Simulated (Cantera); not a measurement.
A perfectly stirred reactor is fed with CH4 : O2 : N2 : CO2 = 1 : 2 : 7.52 : 0.26 (molar parts), equivalence ratio 1.0, at 1350 Torr; it is adiabatic with a 400 K inlet, and is followed from long to short residence time, starting on the burning branch (τ in s: 0.093, 0.042, 0.019, 0.0087, 0.004, 0.0018, 0.00082, 0.00037, 0.00017, 7.7e-05, 3.5e-05, 1.6e-05, 7.3e-06).

Computed with Cantera and GRI-Mech 3.0 (53 species, 325 reactions).

One state of this run: T (K) = 1932; x CH4 = 0.000425; x O2 = 0.0222; x CO2 = 0.0796; x H2O2 = 4.73e-7; x HCN = 2.23e-6; x OH = 0.00673; x HO2 = 1.32e-5. x: mole fraction; the columns are a selection and need not sum to one.

Q: Which value of τ (s) does it belong to?
A. 1.6e-5
B. 3.5e-5
C. 0.00017
D. 7.3e-6

A: C, 0.00017
